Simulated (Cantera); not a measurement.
Cantera run:

```python
import numpy as np
import cantera as ct

gas_names = [...]  # 113 gases of nasa_gas.yaml made of C, H, O, Ti
cond_names = """
    C(gr) C6H6(L) C7H8(L) C8H18(L),n-octa H2O(s) H2O(L) Ti(a) Ti(b) Ti(L) TiC(s) TiC(L) TiO(a) TiO(b)
    TiO(L) TiO2(ru) TiO2(L) Ti2O3(a) Ti2O3(b) Ti2O3(L) Ti3O5(a) Ti3O5(b) Ti3O5(L) Ti4O7(s) Ti4O7(L)
""".split()


# ... load() reads the species with a 1 bar reference pressure and builds the phases ...
atoms = {
    'TiO2': {'Ti': 1, 'O': 2},
    'C': {'C': 1},
    'H2': {'H': 2},
}
top_T = {'C(gr)': 4500}  # K; cautious upper limits of use, not melting points


# ... equilibrate(T, P, feed) seeds the gas with the atoms and calls Mixture.equilibrate('TP', solver="vcs", rtol=1e-11, max_steps=5000) ...
results = []
feed = {'TiO2': 1, 'C': 0.31, 'H2': 7.6}  # mol
for P in [10, 36, 130, 460, 1700, 6000, 22000, 77000, 280000, 1000000]:
    for T in [1300, 1400, 1500, 1600, 1700, 1800, 1900, 2000, 2100, 2200]:
        mix = equilibrate(T, P, feed)
        results.append((T, P, feed, dict(zip(mix.species_names, mix.species_moles))))

for T, P, feed, n in results:
    print(f"{T:7g} {P:10.4g}  " + (" + ".join(c for c in cond_names if n.get(c, 0) > 1e-12) or "gas only"))
```

It prints:

```
   1300         10  Ti3O5(b) + Ti4O7(s)
   1400         10  Ti3O5(b) + Ti4O7(s)
   1500         10  Ti3O5(b)
   1600         10  Ti3O5(b)
   1700         10  Ti3O5(b)
   1800         10  Ti3O5(b)
   1900         10  Ti3O5(b)
   2000         10  Ti3O5(b)
   2100         10  Ti3O5(L)
   2200         10  Ti3O5(L)
   1300         36  Ti3O5(b) + Ti4O7(s)
   1400         36  Ti3O5(b) + Ti4O7(s)
   1500         36  Ti3O5(b)
   1600         36  Ti3O5(b)
   1700         36  Ti3O5(b)
   1800         36  Ti3O5(b)
   1900         36  Ti3O5(b)
   2000         36  Ti3O5(b)
   2100         36  Ti3O5(L)
   2200         36  Ti3O5(L)
   1300        130  Ti3O5(b) + Ti4O7(s)
   1400        130  Ti3O5(b) + Ti4O7(s)
   1500        130  Ti3O5(b)
   1600        130  Ti3O5(b)
   1700        130  Ti3O5(b)
   1800        130  Ti3O5(b)
   1900        130  Ti3O5(b)
   2000        130  Ti2O3(b) + Ti3O5(b)
   2100        130  Ti3O5(L)
   2200        130  Ti3O5(L)
   1300        460  Ti3O5(b) + Ti4O7(s)
   1400        460  Ti3O5(b) + Ti4O7(s)
   1500        460  Ti3O5(b)
   1600        460  Ti3O5(b)
   1700        460  Ti3O5(b)
   1800        460  Ti3O5(b)
   1900        460  Ti3O5(b)
   2000        460  Ti2O3(b) + Ti3O5(b)
   2100        460  Ti3O5(L)
   2200        460  Ti3O5(L)
   1300       1700  Ti3O5(b) + Ti4O7(s)
   1400       1700  Ti3O5(b) + Ti4O7(s)
   1500       1700  Ti3O5(b)
   1600       1700  Ti3O5(b)
   1700       1700  Ti3O5(b)
   1800       1700  Ti3O5(b)
   1900       1700  Ti3O5(b)
   2000       1700  Ti2O3(b) + Ti3O5(b)
   2100       1700  Ti3O5(L)
   2200       1700  Ti3O5(L)
   1300       6000  Ti3O5(b) + Ti4O7(s)
   1400       6000  Ti3O5(b) + Ti4O7(s)
   1500       6000  Ti3O5(b)
   1600       6000  Ti3O5(b)
   1700       6000  Ti3O5(b)
   1800       6000  Ti3O5(b)
   1900       6000  Ti3O5(b)
   2000       6000  Ti2O3(b) + Ti3O5(b)
   2100       6000  Ti3O5(L)
   2200       6000  Ti3O5(L)
   1300    2.2e+04  Ti3O5(b) + Ti4O7(s)
   1400    2.2e+04  Ti3O5(b) + Ti4O7(s)
   1500    2.2e+04  Ti3O5(b)
   1600    2.2e+04  Ti3O5(b)
   1700    2.2e+04  Ti3O5(b)
   1800    2.2e+04  Ti3O5(b)
   1900    2.2e+04  Ti3O5(b)
   2000    2.2e+04  Ti2O3(b) + Ti3O5(b)
   2100    2.2e+04  Ti3O5(L)
   2200    2.2e+04  Ti3O5(L)
   1300    7.7e+04  Ti3O5(b) + Ti4O7(s)
   1400    7.7e+04  Ti3O5(b) + Ti4O7(s)
   1500    7.7e+04  Ti3O5(b)
   1600    7.7e+04  Ti3O5(b)
   1700    7.7e+04  Ti3O5(b)
   1800    7.7e+04  Ti3O5(b)
   1900    7.7e+04  Ti3O5(b)
   2000    7.7e+04  Ti2O3(b) + Ti3O5(b)
   2100    7.7e+04  Ti3O5(L)
   2200    7.7e+04  Ti3O5(L)
   1300    2.8e+05  Ti4O7(s)
   1400    2.8e+05  Ti3O5(b) + Ti4O7(s)
   1500    2.8e+05  Ti3O5(b)
   1600    2.8e+05  Ti3O5(b)
   1700    2.8e+05  Ti3O5(b)
   1800    2.8e+05  Ti3O5(b)
   1900    2.8e+05  Ti3O5(b)
   2000    2.8e+05  Ti2O3(b) + Ti3O5(b)
   2100    2.8e+05  Ti3O5(L)
   2200    2.8e+05  Ti3O5(L)
   1300      1e+06  TiO2(ru) + Ti4O7(s)
   1400      1e+06  Ti4O7(s)
   1500      1e+06  Ti3O5(b) + Ti4O7(s)
   1600      1e+06  Ti3O5(b)
   1700      1e+06  Ti3O5(b)
   1800      1e+06  Ti3O5(b)
   1900      1e+06  Ti3O5(b)
   2000      1e+06  Ti2O3(b) + Ti3O5(b)
   2100      1e+06  Ti3O5(L)
   2200      1e+06  Ti3O5(L)
```

Cantera equilibrium calculation (NASA polynomials, part measured and part estimated; ideal gas, pure solids and liquids). Mutual solubility and eutectic melting of coexisting phases are not modelled. Condensed phases not in the tables: Magnéli phases beyond Ti4O7.
